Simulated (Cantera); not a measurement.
An isothermal, constant-pressure homogeneous reactor starts with 9.71 % C2H6, 90.3 % H2, at 1600 K and 1.01 bar.

Computed with Cantera and GRI-Mech 3.0 (53 species, 325 reactions). GRI-Mech 3.0 stops at C3 and has no aromatics, soot or wall deposition, so with more carbon than oxygen in the feed, carbon stays in small species such as C2H2 where larger ones or solid carbon would form.

One state of this run: x C2H6 = 3.24e-5; x H2 = 0.876; x C2H = 8.33e-9; x CH4 = 0.0717; x C2H4 = 0.00934; x C2H2 = 0.0426; x CH3 = 8.48e-5. x: mole fraction; the columns are a selection and need not sum to one.

Task: Which value of t (s) does it belong to?
A) 0.00413
B) 0.00880
C) 0.00194
D) 0.182

Result: A, 0.00413
